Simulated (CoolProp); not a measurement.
Vapour pressure (MPa) of normal hydrogen: the reference equation beside estimates from Tc = 33.1 K, pc = 1.296 MPa, ω = -0.219.

Computed with CoolProp (reference Helmholtz-energy equation of state, Leachman 2009).

```csv
T (K),reference,van der Waals,Redlich-Kwong
19.4,0.07521,0.09746,0.02037
21,0.1215,0.1531,0.04600
22.6,0.1853,0.2270,0.09047
24.2,0.2699,0.3211,0.1602
25.8,0.3785,0.4374,0.2616
27.4,0.5147,0.5774,0.4008
29,0.6821,0.7427,0.5836
30.6,0.8848,0.9344,0.8152
32.2,1.129,1.154,1.101
```

Absolute difference from the reference over all 9 rows, mean and median: van der Waals 15.7 and 15.6 %, Redlich-Kwong 33.9 and 30.9 %.
